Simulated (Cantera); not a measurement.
MgCO3 + O2 + H2O + SO3 (roasting and sulfation)

Charge: 1 mol MgCO3, 0.11 mol O2, 2.9 mol H2O, 0.13 mol SO3, held at 5.70 bar.

Cantera equilibrium calculation (NASA polynomials, part measured and part estimated; ideal gas, pure solids and liquids). Candidate condensed phases: C, C6H6, C7H8, C8H18, H2O, H2SO4, Mg, MgCO3, MgO, Mg(OH)2, MgS, MgSO4, S; 130 gas species. Mutual solubility and eutectic melting of coexisting phases are not modelled. Kinetics and transport are ignored.

```json
[
 {"T (K)": "1275", "log p H2O": "0.60", "log p CO2": "0.14", "log p O2": "-0.70", "log p SO2": "-1.02", "log p SO3": "-2.21", "n MgO(s)": "0.944", "n MgSO4(s)": "0.0563"},
 {"T (K)": "1325", "log p H2O": "0.59", "log p CO2": "0.13", "log p O2": "-0.63", "log p SO2": "-0.77", "log p SO3": "-2.08", "n MgO(s)": "1.00", "n MgSO4(s)": "0"},
 {"T (K)": "1375", "log p H2O": "0.59", "log p CO2": "0.13", "log p O2": "-0.63", "log p SO2": "-0.77", "log p SO3": "-2.21", "n MgO(s)": "1.00", "n MgSO4(s)": "0"},
 {"T (K)": "1425", "log p H2O": "0.59", "log p CO2": "0.13", "log p O2": "-0.63", "log p SO2": "-0.77", "log p SO3": "-2.33", "n MgO(s)": "1.00", "n MgSO4(s)": "0"},
 {"T (K)": "1475", "log p H2O": "0.59", "log p CO2": "0.13", "log p O2": "-0.63", "log p SO2": "-0.76", "log p SO3": "-2.45", "n MgO(s)": "1.00", "n MgSO4(s)": "0"},
 {"T (K)": "1525", "log p H2O": "0.59", "log p CO2": "0.13", "log p O2": "-0.63", "log p SO2": "-0.76", "log p SO3": "-2.56", "n MgO(s)": "1.000", "n MgSO4(s)": "0"},
 {"T (K)": "1575", "log p H2O": "0.59", "log p CO2": "0.13", "log p O2": "-0.63", "log p SO2": "-0.76", "log p SO3": "-2.66", "n MgO(s)": "1.000", "n MgSO4(s)": "0"},
 {"T (K)": "1625", "log p H2O": "0.59", "log p CO2": "0.13", "log p O2": "-0.63", "log p SO2": "-0.76", "log p SO3": "-2.75", "n MgO(s)": "1.000", "n MgSO4(s)": "0"}
]
```
log p: log10 of the partial pressure in bar; n: condensed amount in mol.

At 1275 K the condensed part is MgO(s) + MgSO4(s). From 1325 K to 1625 K the condensed part is MgO(s).
